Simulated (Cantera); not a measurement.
Adiabatic ignition

An adiabatic, constant-pressure homogeneous reactor starts with C3H8 : O2 : N2 = 1 : 15.2 : 69.7 (molar parts), at 1748 K and 450000 Pa.

Model: GRI-Mech 3.0 (53 species, 325 reactions), integrated in Cantera. GRI-Mech 3.0 was tuned for natural gas; its chemistry of propane as a main component is partial and can be far from experiment.

```tsv
t (s)	T (K)	x C3H8	x O2	x H2O2	x H2O	x CO	x CH2
2.00e-6	1738	0.00688	0.173	3.69e-6	0.00210	0.000651	5.87e-6
1.07e-5	2097	<1e-12	0.119	3.84e-7	0.0384	0.0187	9.77e-11
5.69e-5	2308	<1e-12	0.116	1.64e-7	0.0425	0.00255	<1e-12
0.000304	2346	<1e-12	0.116	1.58e-7	0.0440	0.000728	<1e-12
0.00162	2345	<1e-12	0.116	1.57e-7	0.0440	0.000720	<1e-12
0.00864	2339	<1e-12	0.115	1.54e-7	0.0441	0.000701	<1e-12
0.0461	2325	<1e-12	0.111	1.47e-7	0.0442	0.000654	<1e-12
0.246	2321	<1e-12	0.110	1.45e-7	0.0442	0.000640	<1e-12
1.31	2321	<1e-12	0.110	1.45e-7	0.0442	0.000640	<1e-12
7.00	2321	<1e-12	0.110	1.45e-7	0.0442	0.000640	<1e-12
```
x: mole fraction; the columns are a selection and need not sum to one.

```yaml
time_of_steepest_temperature_rise: 5.23 µs
temperature at 7.00 s: 2321 K
equilibrium_temperature: 2321 K
x(C3H8) at 7.00 s: <1e-12 (gas-phase equilibrium <1e-12)
x(O2) at 7.00 s: 0.110 (gas-phase equilibrium 0.110)
x(H2O2) at 7.00 s: 1.45e-7 (gas-phase equilibrium 1.45e-7)
```
